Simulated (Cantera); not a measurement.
Charge: 1 mol Si(CH₃)₄, 0.013 mol CH₄, 24 mol H₂, held at 0.690 bar.

Cantera equilibrium calculation (NASA polynomials, part measured and part estimated; ideal gas, pure solids and liquids). Candidate condensed phases: C, C₆H₆, C₇H₈, C₈H₁₈, Si, SiC; 87 gas species. Gases not in the tables: Si₂H₆ and higher silanes. Rates play no part.

x: gas mole fraction; n: condensed amount in mol.

| T (°C) | x H₂ | x H | x CH₄ | x C₂H₂ (acetylene) | x Si | n C(graphite) | n SiC(s) |
|---|---|---|---|---|---|---|---|
| 927 | 0.989 | 2.36e-7 | 0.0107 | 1.02e-7 | <1e-12 | 2.70 | 1.00 |
| 1027 | 0.995 | 1.33e-6 | 0.00537 | 5.73e-7 | <1e-12 | 2.85 | 1.00 |
| 1127 | 0.997 | 5.85e-6 | 0.00296 | 2.51e-6 | 5.72e-12 | 2.92 | 1.00 |
| 1227 | 0.998 | 2.12e-5 | 0.00177 | 9.01e-6 | 1.11e-10 | 2.96 | 1.00 |
| 1327 | 0.999 | … | … | … | … | 2.98 | 1.000 |
| 1427 | 0.999 | 0.000177 | 0.000754 | 7.33e-5 | 1.46e-8 | 2.99 | 1.000 |
| 1527 | 0.999 | … | … | … | … | 2.99 | 1.000 |
| 1627 | 0.998 | 0.000954 | 0.000386 | 0.000381 | 6.79e-7 | 2.98 | 1.000 |
| 1727 | 0.997 | 0.00195 | 0.000291 | 0.000766 | 3.46e-6 | 2.96 | 1.000 |
| 1827 | 0.995 | 0.00374 | 0.000225 | 0.00144 | 1.51e-5 | 2.92 | 0.999 |
| 1927 | 0.990 | 0.00675 | 0.000178 | 0.00254 | 5.73e-5 | 2.86 | 0.996 |
| 2027 | 0.984 | 0.0116 | 0.000143 | 0.00425 | 0.000194 | 2.76 | 0.989 |
| 2127 | 0.973 | 0.0189 | 0.000116 | 0.00678 | 0.000592 | 2.62 | 0.966 |
| 2227 | 0.957 | 0.0296 | 9.48e-5 | 0.0104 | 0.00165 | 2.43 | 0.903 |

Task: Fill in the missing entries.

Result: 
- 1527, x H: 0.000431
- 1527, x CH₄: 0.000530
- 1527, x C₂H₂ (acetylene): 0.000175
- 1527, x Si: 1.11e-7
- 1327, x H: 6.54e-5
- 1327, x CH₄: 0.00112
- 1327, x C₂H₂ (acetylene): 2.75e-5
- 1327, x Si: 1.49e-9
